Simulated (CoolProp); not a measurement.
R13 at several states: fugacity coefficient from the reference equation and from simpler models built on Tc = 303.0 K, pc = 39.73 bar, ω = 0.175; each cubic takes its own stable root.

Values from CoolProp's reference Helmholtz-energy equation of state, Platzer 1990. This equation is an older, rougher fit; its heat capacities, sound speeds and derivatives of the liquid may be far off and weren't checked against measurements.

```csv
T (K),p (bar),phase,reference
417.2,206,supercritical,0.6459
170,1.08,liquid,0.2445
113.4,116,liquid,6.984e-6
```

Task: How far does each simpler model (van der Waals, Redlich-Kwong, Soave-Redlich-Kwong, Peng-Robinson) lie from the reference over these 3 states: mean and median of the absolute difference, and the worst?

Result: 
- van der Waals: mean 14296.5 %, median 296.6 %, worst +42583.3 % at 113.4 K and 116 bar
- Redlich-Kwong: mean 31.9 %, median 44.7 %, worst +45.0 % at 113.4 K and 116 bar
- Soave-Redlich-Kwong: mean 6.3 %, median 5.4 %, worst +10.4 % at 113.4 K and 116 bar
- Peng-Robinson: mean 10.1 %, median 3.7 %, worst +26.2 % at 113.4 K and 116 bar

At some of these states van der Waals gives the other phase, because its saturation line lies elsewhere.
